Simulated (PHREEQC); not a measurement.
Dissolve 4.2e-05 mol/kgw Na2SiO3 and 0.012 mol/kgw Na2CO3 at 20 °C. Closed to the air; pH follows from the charge balance.

The numbers come from PHREEQC with the ion-association model, phreeqc.dat.

This is a speciation only: nothing precipitates in the calculation.

Problem. Order these Si species by the share of Si that they hold, largest first: H4SiO4, H2SiO4-2, H3SiO4-.

Solution. H3SiO4- (94 %), H4SiO4 (4.8 %), H2SiO4-2 (0.97 %)

The pH is 11.13 and the ionic strength 0.0318 mol/kgw.
